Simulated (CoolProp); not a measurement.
Properties of n-perfluorohexane along the isobar 10.2 bar.

Model: reference Helmholtz-energy equation of state, Gao 2022, in CoolProp.

```
T (K)   phase        Z  cv (kJ/(kg K))  Joule-Thomson coefficient (K/MPa)  isothermal compressibility (1/MPa)  expansivity (1/kK)  fugacity coefficient
-----  ------  -------  --------------  ---------------------------------  ----------------------------------  ------------------  --------------------
301.7  liquid  0.08230          0.8572                            -0.2725                            0.002794               1.730               0.03541
313.1  liquid  0.08092          0.8728                            -0.2471                            0.003222               1.814               0.05542
324.5  liquid  0.07975          0.8879                            -0.2170                            0.003763               1.918               0.08307
336    liquid  0.07880          0.9028                            -0.1804                            0.004467               2.047                0.1201
347.4  liquid  0.07808          0.9171                            -0.1355                            0.005393               2.209                0.1673
358.8  liquid  0.07761          0.9312                           -0.07826                            0.006659               2.416                0.2259
370.2  liquid  0.07744          0.9452                          -0.002647                            0.008464               2.689                0.2965
381.6  liquid  0.07762          0.9592                             0.1020                             0.01118               3.065                0.3794
393    liquid  0.07828          0.9733                             0.2567                             0.01560               3.617                0.4743
404.4  liquid  0.07964          0.9882                             0.5093                             0.02372               4.512                0.5802
415.8  liquid  0.08226           1.004                              1.002                             0.04222               6.275                0.6954
427.2     gas   0.6739          0.9905                              18.48                               1.713               9.485                0.7595
438.6     gas   0.7206          0.9964                              14.69                               1.499               7.161                0.7825
450       gas   0.7561           1.004                              12.31                               1.380               5.876                0.8024
```
